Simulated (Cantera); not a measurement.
Charge: 1 mol AlCl3, 30 mol NH3, 18 mol H2, at 0.218 Torr.

Method: chemical equilibrium by Gibbs-energy minimisation in Cantera with the NASA 1993 tables (ideal gas, pure condensed phases). Candidate condensed phases: Al, AlCl3, AlN, NH4Cl; 20 gas species. The tables' values for AlCl2 are old estimates; treat these amounts as uncertain. Kinetics and transport are ignored. All values below are at 1250 °C.

Base state: H2 0.774, N2 0.187, HCl 0.0246, AlCl 0.0121, H 0.00119, AlCl2 0.000294, AlCl3 5.07e-5, Cl 3.04e-5 (mole fractions); condensed: gas only.

Problem. What changes in the equilibrium state with this change: pressure from 0.218 Torr to 1.00 Torr?

Solution. 
| species | before | after |
|---|---|---|
| H2 | 0.774 | 0.775 |
| N2 | 0.187 | 0.188 |
| HCl | 0.0246 | 0.0240 |
| H | 0.00119 | 0.000557 |
| AlCl | 0.0121 | 0.0117 |
| AlCl3 | 5.07e-5 | 0.000213 |
| Cl | 3.04e-5 | 1.38e-5 |
| AlCl2 | 0.000294 | 0.000591 |

Problem. What changes in the equilibrium state with this change: pressure from 0.218 Torr to 1.58 Torr?

Solution. 
| species | before | after |
|---|---|---|
| H2 | 0.774 | 0.776 |
| N2 | 0.187 | 0.188 |
| HCl | 0.0246 | 0.0236 |
| H | 0.00119 | 0.000444 |
| AlCl | 0.0121 | 0.0115 |
| AlCl3 | 5.07e-5 | 0.000320 |
| Cl | 3.04e-5 | 1.09e-5 |
| AlCl2 | 0.000294 | 0.000717 |
